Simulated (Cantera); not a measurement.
A Cantera script and its output.

```python
import numpy as np
import cantera as ct

gas = ct.Solution("gri30.yaml")
gas.TPX = 1050, 27000, {'N2O': 1, 'N2': 0.0028}
reactor = ct.IdealGasConstPressureReactor(gas, energy="off", clone=False)
net = ct.ReactorNet([reactor])
net.rtol, net.atol = 1e-08, 1e-18
show = ['N2O', 'N2', 'O', 'NO', 'NO2']
times = np.geomspace(3e-06, 20, 9)

steps = ct.SolutionArray(gas, extra=["t"])
rows = []
print(f"{'t/s':>10s}{'T/K':>9s}{'P/Pa':>11s}" + "".join(f"{s:>11s}" for s in show))
for t in times:
    while net.time < t:
        t_next = net.step()
        steps.append(gas.state, t=t_next)
    rows.append([np.interp(t, steps.t, y) for y in (steps.T, steps.P, *steps(*show).X.T)])
    print(f"{t:10.3e}{rows[-1][0]:9.1f}{rows[-1][1]:11.4g}" + "".join(f"{x:11.3e}" for x in rows[-1][2:]))
rate = np.gradient(steps.T, steps.t)
print("integrator steps:", len(steps.t))
if steps.T.max() > steps.T[0] + 200:
    print(f"time of steepest temperature rise: {steps.t[rate.argmax()]:.4e} s")
gas.TPX = 1050, 27000, {'N2O': 1, 'N2': 0.0028}
gas.equilibrate("TP")
print(f"equilibrium (TP): T = {gas.T:.1f} K  " + "  ".join(f"{s} {gas[s].X[0]:.3e}" for s in show))
```

Output:

```
       t/s      T/K       P/Pa        N2O         N2          O         NO        NO2
 3.000e-06   1050.0    2.7e+04  9.972e-01  2.792e-03  9.052e-09  3.759e-11  1.481e-20
 2.139e-05   1050.0    2.7e+04  9.972e-01  2.792e-03  5.158e-08  1.640e-09  2.789e-17
 1.524e-04   1050.0    2.7e+04  9.972e-01  2.793e-03  1.198e-07  3.796e-08  1.478e-14
 1.087e-03   1050.0    2.7e+04  9.972e-01  2.799e-03  1.223e-07  3.482e-07  1.243e-12
 7.746e-03   1050.0    2.7e+04  9.971e-01  2.839e-03  1.223e-07  2.561e-06  6.718e-11
 5.522e-02   1050.0    2.7e+04  9.967e-01  3.129e-03  1.223e-07  1.833e-05  3.344e-09
 3.936e-01   1050.0    2.7e+04  9.935e-01  5.186e-03  1.223e-07  1.303e-04  1.423e-07
 2.806e+00   1050.0    2.7e+04  9.713e-01  1.959e-02  1.219e-07  9.117e-04  2.958e-06
 2.000e+01   1050.0    2.7e+04  8.315e-01  1.103e-01  1.188e-07  5.797e-03  2.330e-05
integrator steps: 624
equilibrium (TP): T = 1050.0 K  N2O 2.304e-09  N2 6.673e-01  O 7.472e-10  NO 6.151e-05  NO2 1.548e-06
```

Detailed kinetics in Cantera: GRI-Mech 3.0 (53 species, 325 reactions). GRI-Mech 3.0 was tuned for natural gas; its chemistry of N2O as a main component is partial and can be far from experiment. The mechanism lacks the step 2 NO + O2 → 2 NO2, which can matter for NO2 below about 1400 K. The temperature is held fixed by assumption; the heat of reaction is taken as removed at once.
